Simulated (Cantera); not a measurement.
An adiabatic, constant-volume homogeneous reactor starts with CH₄ : H₂ : O₂ : N₂ = 1 : 0.2 : 1.62 : 14.9 (molar parts), equivalence ratio 1.3, at 1573 K and 0.330 bar. Integrator tolerance rtol = 1e-08.

Computed with Cantera and GRI-Mech 3.0 (53 species, 325 reactions).

What does this change do: initial temperature 1573 to 975 K?


```tsv
quantity	before	after
time of steepest temperature rise	1.57 ms	not reached
temperature at 0.300 s	2537 K	981 K
equilibrium temperature	2537 K	2131 K
x(CH₄) at 0.300 s	<1e-12 (gas-phase equilibrium <1e-12)	0.0558 (gas-phase equilibrium <1e-12)
x(H₂) at 0.300 s	0.0237 (gas-phase equilibrium 0.0237)	0.0111 (gas-phase equilibrium 0.0230)
x(O₂) at 0.300 s	0.00137 (gas-phase equilibrium 0.00137)	0.0910 (gas-phase equilibrium 1.34e-5)
x(C₂H₆) at 0.300 s	<1e-12 (gas-phase equilibrium <1e-12)	0.000186 (gas-phase equilibrium <1e-12)
x(H) at 0.300 s	0.00617 (gas-phase equilibrium 0.00617)	6.42e-8 (gas-phase equilibrium 0.000672)
x(CH₂) at 0.300 s	<1e-12 (gas-phase equilibrium <1e-12)	2.11e-12 (gas-phase equilibrium <1e-12)
x(CH₂O) at 0.300 s	1.77e-10 (gas-phase equilibrium 1.77e-10)	0.000176 (gas-phase equilibrium 2.05e-10)
```
Below about 1000 K GRI-Mech 3.0 lacks low-temperature oxidation paths.

What does this change do: initial temperature 1573 to 1123 K?


```csv
quantity,before,after
time of steepest temperature rise,1.57 ms,0.126 s
temperature at 0.300 s,2537 K,2249 K
equilibrium temperature,2537 K,2248 K
x(CH₄) at 0.300 s,<1e-12 (gas-phase equilibrium <1e-12),<1e-12 (gas-phase equilibrium <1e-12)
x(H₂) at 0.300 s,0.0237 (gas-phase equilibrium 0.0237),0.0225 (gas-phase equilibrium 0.0225)
x(O₂) at 0.300 s,0.00137 (gas-phase equilibrium 0.00137),6.71e-5 (gas-phase equilibrium 6.67e-5)
x(C₂H₆) at 0.300 s,<1e-12 (gas-phase equilibrium <1e-12),<1e-12 (gas-phase equilibrium <1e-12)
x(H) at 0.300 s,0.00617 (gas-phase equilibrium 0.00617),0.00136 (gas-phase equilibrium 0.00135)
x(CH₂) at 0.300 s,<1e-12 (gas-phase equilibrium <1e-12),<1e-12 (gas-phase equilibrium <1e-12)
x(CH₂O) at 0.300 s,1.77e-10 (gas-phase equilibrium 1.77e-10),1.87e-10 (gas-phase equilibrium 1.87e-10)
```
